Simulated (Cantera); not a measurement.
Reactions in the system F-N-S

Source: NASA polynomial tables (part measured, part estimated), evaluated in Cantera. Values are per mole of reaction as written; species without (g) are pure solids or liquids, kept so even where they would boil at 1 bar.

S₂(g) + 6 F₂(g) → 2 SF₆(g)

```json
[
 {"T (K)": "300", "ΔH° (kJ)": "-2569.4", "ΔS° (J/K)": "-862.1", "ΔG° (kJ)": "-2310.8", "log10 K": "402.34"},
 {"T (K)": "723", "ΔH° (kJ)": "-2563.9", "ΔS° (J/K)": "-854.2", "ΔG° (kJ)": "-1946.3", "log10 K": "140.61"},
 {"T (K)": "798", "ΔH° (kJ)": "-2561.4", "ΔS° (J/K)": "-851.0", "ΔG° (kJ)": "-1882.4", "log10 K": "123.21"},
 {"T (K)": "873", "ΔH° (kJ)": "-2558.7", "ΔS° (J/K)": "-847.7", "ΔG° (kJ)": "-1818.7", "log10 K": "108.82"},
 {"T (K)": "948", "ΔH° (kJ)": "-2555.9", "ΔS° (J/K)": "-844.6", "ΔG° (kJ)": "-1755.2", "log10 K": "96.71"},
 {"T (K)": "1023", "ΔH° (kJ)": "-2552.9", "ΔS° (J/K)": "-841.6", "ΔG° (kJ)": "-1692.0", "log10 K": "86.39"},
 {"T (K)": "1098", "ΔH° (kJ)": "-2550.0", "ΔS° (J/K)": "-838.9", "ΔG° (kJ)": "-1629.0", "log10 K": "77.49"},
 {"T (K)": "1173", "ΔH° (kJ)": "-2547.1", "ΔS° (J/K)": "-836.3", "ΔG° (kJ)": "-1566.2", "log10 K": "69.74"},
 {"T (K)": "1248", "ΔH° (kJ)": "-2544.2", "ΔS° (J/K)": "-833.9", "ΔG° (kJ)": "-1503.5", "log10 K": "62.93"}
]
```

2 N(g) → N₂(g)

| T (K) | ΔH° (kJ) | ΔS° (J/K) | ΔG° (kJ) | log10 K |
|---|---|---|---|---|
| 300 | -945.4 | -115.1 | -910.9 | 158.59 |
| 723 | -950.4 | -125.6 | -859.6 | 62.10 |
| 798 | -951.2 | -126.6 | -850.1 | 55.65 |
| 873 | -951.9 | -127.5 | -840.6 | 50.30 |
| 948 | -952.6 | -128.3 | -831.0 | 45.79 |
| 1023 | -953.3 | -128.9 | -821.4 | 41.94 |
| 1098 | -953.9 | -129.5 | -811.7 | 38.61 |
| 1173 | -954.5 | -130.1 | -801.9 | 35.71 |
| 1248 | -955.1 | -130.6 | -792.2 | 33.16 |
